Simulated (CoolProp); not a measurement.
Model: reference Helmholtz-energy equation of state, Schmidt 1985, in CoolProp.

Problem. Give the vapour pressure (MPa), liquid density (kg/m³), vapour Z, liquid viscosity (µPa s) of saturated oxygen at 84.4 K.

Solution. 
```
T (K)  p (MPa)  liquid density (kg/m³)  vapour Z  liquid viscosity (µPa s)
-----  -------  ----------------------  --------  ------------------------
84.4    0.0529                    1170     0.980                       229
```

Viscosity comes from a separate model (Lemmon 2004).
